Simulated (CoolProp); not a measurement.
Vapour-liquid equilibrium of dimethyl ether (1) + ethanol (2) at 0.121 MPa; x and y are mole fractions of (1).

The numbers come from the multi-fluid Helmholtz-energy mixture model, Wu 2011 and Schroeder 2014; pair parameters Bell 2016 in CoolProp.

```json
[
 {"x": "0.05", "bubble temperature (°C)": "?", "y at the bubble point": "0.742", "dew temperature at overall composition x (°C)": "81.7", "liquid density (mol/L)": "16.43"},
 {"x": "0.125", "bubble temperature (°C)": "24.3", "y at the bubble point": "0.942", "dew temperature at overall composition x (°C)": "79.5", "liquid density (mol/L)": "16.82"},
 {"x": "0.2", "bubble temperature (°C)": "?", "y at the bubble point": "0.976", "dew temperature at overall composition x (°C)": "77.3", "liquid density (mol/L)": "16.95"},
 {"x": "0.275", "bubble temperature (°C)": "2.8", "y at the bubble point": "0.987", "dew temperature at overall composition x (°C)": "74.8", "liquid density (mol/L)": "16.97"},
 {"x": "0.35", "bubble temperature (°C)": "?", "y at the bubble point": "0.992", "dew temperature at overall composition x (°C)": "72.2", "liquid density (mol/L)": "16.94"},
 {"x": "0.425", "bubble temperature (°C)": "-6.3", "y at the bubble point": "0.994", "dew temperature at overall composition x (°C)": "69.3", "liquid density (mol/L)": "16.88"},
 {"x": "0.5", "bubble temperature (°C)": "-9.1", "y at the bubble point": "0.996", "dew temperature at overall composition x (°C)": "66.0", "liquid density (mol/L)": "16.79"},
 {"x": "0.575", "bubble temperature (°C)": "-11.3", "y at the bubble point": "0.997", "dew temperature at overall composition x (°C)": "62.4", "liquid density (mol/L)": "16.69"},
 {"x": "0.65", "bubble temperature (°C)": "-13.2", "y at the bubble point": "0.997", "dew temperature at overall composition x (°C)": "58.1", "liquid density (mol/L)": "16.56"},
 {"x": "0.725", "bubble temperature (°C)": "-14.8", "y at the bubble point": "0.998", "dew temperature at overall composition x (°C)": "53.0", "liquid density (mol/L)": "16.43"},
 {"x": "0.8", "bubble temperature (°C)": "-16.3", "y at the bubble point": "0.998", "dew temperature at overall composition x (°C)": "46.5", "liquid density (mol/L)": "16.28"},
 {"x": "0.875", "bubble temperature (°C)": "-17.8", "y at the bubble point": "0.999", "dew temperature at overall composition x (°C)": "37.6", "liquid density (mol/L)": "16.12"},
 {"x": "0.95", "bubble temperature (°C)": "-19.4", "y at the bubble point": "1.000", "dew temperature at overall composition x (°C)": "21.9", "liquid density (mol/L)": "15.95"}
]
```

Problem. Complete the blanks.

Solution. 
- 0.05, bubble temperature (°C): 51.7
- 0.2, bubble temperature (°C): 10.8
- 0.35, bubble temperature (°C): -2.6

No azeotrope shows between x = 0.05 and 0.95.

The pair parameters rest on a limited set of measurements; away from them the model extrapolates. With so large a gap from Raoult's law the liquid may split in two, which this calculation doesn't test in full.
